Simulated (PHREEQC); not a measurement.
PHREEQC input (ion-association model, wateq4f.dat):

```
SOLUTION_MASTER_SPECIES
  An  An-  0  An  62.0  # stands for a non-complexing anion
SOLUTION_SPECIES
  An- = An-
    -log_k 0
    -gamma 3.0 0
PHASES
  Fix_H+
    H+ = H+
    -log_k 0
SOLUTION 1
  temp 25
  units mmol/kgw
  pH 7 charge
  B 0.7
  Na 1
  An 1
END
SELECTED_OUTPUT 1
  -reset false
  -pH true
  -pe true
  -ionic_strength true
  -water true
  -totals B Na
  -molalities Hfo_wOH Hfo_wOH2+ Hfo_wO- Hfo_sOH Hfo_sOH2+ Hfo_sO- Hfo_wH2BO3
USER_PUNCH 1
  -headings sigma psi
  10 PUNCH EDL("sigma", "Hfo"), EDL("psi", "Hfo")
PRINT
  -reset false
USE solution 1
SURFACE 1
  Hfo_wOH 0.00494382 600 2.2
  Hfo_sOH 0.000123596
EQUILIBRIUM_PHASES 1
  Fix_H+ -4 HAn 10
    -force_equality true
  O2(g) -0.68 10
END
# ... the last block is repeated for the other 16 points of pH, with NaOH or the acid as the point needs
```

Selected output (columns that matter, 12 of 17 rows; pH added in front):

```
pH	mu	B	Na	m_Hfo_wOH	m_Hfo_wOH2+	m_Hfo_wO-	m_Hfo_sOH	m_Hfo_sOH2+	m_Hfo_sO-	m_Hfo_wH2BO3	sigma	psi
4	0.0020728	0.00069175	0.001	0.0028581	0.0019831	9.4366e-05	7.1572e-05	4.966e-05	2.3631e-06	8.2466e-06	0.14153	0.20401
4.5	0.0016591	0.00069036	0.001	0.0033471	0.0014043	0.00018276	8.3842e-05	3.5177e-05	4.5779e-06	9.6369e-06	0.091534	0.18736
5.5	0.0012363	0.00068931	0.001	0.003719	0.00083439	0.00037974	9.3177e-05	2.0905e-05	9.5141e-06	1.0688e-05	0.034068	0.14428
6	0.0011365	0.00068919	0.001	0.0037635	0.00071696	0.00045257	9.4294e-05	1.7963e-05	1.1339e-05	1.081e-05	0.019811	0.11891
7	0.0010412	0.00068919	0.001	0.0037846	0.00061435	0.00053409	9.4822e-05	1.5392e-05	1.3382e-05	1.0812e-05	0.006014	0.063865
7.5	0.001019	0.00068932	0.001	0.0037864	0.00059191	0.00055486	9.4864e-05	1.483e-05	1.3902e-05	1.0682e-05	0.002776	0.035255
8.5	0.0011254	0.00069082	0.0011375	0.0037878	0.00056153	0.00058532	9.4871e-05	1.4065e-05	1.466e-05	9.1761e-06	-0.0017822	-0.022538
9	0.0013042	0.00069315	0.001338	0.0037883	0.00054129	0.00060737	9.4839e-05	1.3551e-05	1.5205e-05	6.8447e-06	-0.004952	-0.051169
10	0.0018375	0.00069843	0.0019706	0.0037714	0.00045549	0.00071534	9.4314e-05	1.1391e-05	1.7889e-05	1.5597e-06	-0.01947	-0.10601
10.5	0.0022398	0.00069945	0.0024811	0.0037221	0.00037516	0.00084596	9.3062e-05	9.3801e-06	2.1151e-05	5.374e-07	-0.035277	-0.13094
11.5	0.0059408	0.00069993	0.0067458	0.003112	0.00013042	0.0017012	7.7801e-05	3.2605e-06	4.253e-05	4.5606e-08	-0.1177	-0.16755
12	0.01445	0.00069995	0.015874	0.0020934	3.5673e-05	0.0028144	5.2337e-05	8.9184e-07	7.036e-05	9.3257e-09	-0.20822	-0.17401
```
